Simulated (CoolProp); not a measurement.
Vapour-liquid equilibrium of carbon dioxide (1) + propylene (2) at 225.5 K; x and y are mole fractions of (1).

Values from CoolProp's multi-fluid Helmholtz-energy mixture model, Span 1996 and Lemmon 2013; pair parameters Bell 2016.

```tsv
x	bubble pressure (MPa)	y at the bubble point	dew pressure at overall composition x (MPa)	liquid density (mol/L)
0.05	0.1678	0.414	0.1063	14.83
0.125	0.2586	0.638	0.1151	15.34
0.2	0.3371	0.737	0.1253	15.89
0.275	0.4035	0.792	0.1376	16.47
0.35	0.4589	0.828	0.1524	17.10
0.425	0.5049	0.853	0.1708	17.78
0.5	0.5436	0.872	0.1940	18.51
0.575	0.5771	0.888	0.2245	19.32
0.65	0.6075	0.903	0.2659	20.21
0.725	0.6364	0.918	0.3251	21.20
0.8	0.6653	0.935	0.4145	22.31
0.875	0.6954	0.954	0.5494	23.56
0.95	0.7275	0.979	0.6894	24.98
```

No azeotrope shows between x = 0.05 and 0.95.

The pair parameters rest on a limited set of measurements; away from them the model extrapolates.
